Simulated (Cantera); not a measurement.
**Adiabatic ignition**

An adiabatic, constant-volume homogeneous reactor starts with 14.0 % CH4, 17.6 % O2, 66.0 % N2, 2.39 % H2O, at 1300 K and 0.960 bar.

Cantera simulation using GRI-Mech 3.0 (53 species, 325 reactions); the numbers are that mechanism's predictions, not measurements.

```tsv
t (s)	T (K)	P (bar)	x CH4	x O2	x H2O	x NO	x CO2	x NO2	x HCN
6.00e-6	1300	0.960	0.140	0.176	0.0239	<1e-12	<1e-12	<1e-12	<1e-12
1.71e-5	1300	0.960	0.140	0.176	0.0239	<1e-12	<1e-12	<1e-12	<1e-12
4.89e-5	1300	0.960	0.140	0.176	0.0239	<1e-12	<1e-12	<1e-12	<1e-12
0.000139	1300	0.960	0.140	0.176	0.0239	<1e-12	6.54e-12	<1e-12	<1e-12
0.000398	1300	0.960	0.140	0.176	0.0239	<1e-12	3.13e-10	<1e-12	<1e-12
0.00114	1300	0.960	0.140	0.176	0.0239	<1e-12	1.29e-8	<1e-12	<1e-12
0.00324	1301	0.961	0.140	0.175	0.0241	<1e-12	1.45e-7	<1e-12	<1e-12
0.00925	1312	0.969	0.138	0.174	0.0256	<1e-12	2.68e-6	<1e-12	<1e-12
0.0264	2774	2.30	2.52e-12	0.000619	0.171	0.00167	0.0271	9.43e-8	5.64e-8
0.0754	2774	2.30	2.52e-12	0.000619	0.171	0.00167	0.0271	9.43e-8	5.64e-8
0.215	2774	2.30	2.52e-12	0.000619	0.171	0.00167	0.0271	9.43e-8	5.64e-8
0.614	2774	2.30	2.52e-12	0.000619	0.171	0.00167	0.0271	9.43e-8	5.64e-8
1.75	2774	2.30	2.52e-12	0.000619	0.171	0.00167	0.0271	9.43e-8	5.64e-8
5.00	2774	2.30	2.52e-12	0.000619	0.171	0.00167	0.0271	9.43e-8	5.64e-8
```
x: mole fraction; the columns are a selection and need not sum to one.

```
Quantity                                                               Value
---------------------------------  -----------------------------------------
time of steepest temperature rise                                    15.8 ms
temperature at 5.00 s                                                 2774 K
equilibrium temperature                                               2774 K
x(CH4) at 5.00 s                   2.52e-12 (gas-phase equilibrium 2.91e-12)
x(O2) at 5.00 s                    0.000619 (gas-phase equilibrium 0.000619)
x(H2O) at 5.00 s                         0.171 (gas-phase equilibrium 0.171)
```
